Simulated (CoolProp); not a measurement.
Vapour-liquid equilibrium of carbon dioxide (1) + carbonyl sulfide (2) at 225.8 K; x and y are mole fractions of (1).

The numbers come from the multi-fluid Helmholtz-energy mixture model, Span 1996 and Lemmon 2006; pair parameters Bell 2016 in CoolProp.

**Question.** Give the bubble pressure and the first vapour's composition at x = 0.05, 0.35, 0.8. Is there an azeotrope?

**Answer.** x = 0.05: 0.1814 MPa, y = 0.385; x = 0.35: 0.4464 MPa, y = 0.801; x = 0.8: 0.6628 MPa, y = 0.934. No azeotrope shows between x = 0.05 and 0.95.

The pair parameters rest on a limited set of measurements; away from them the model extrapolates.
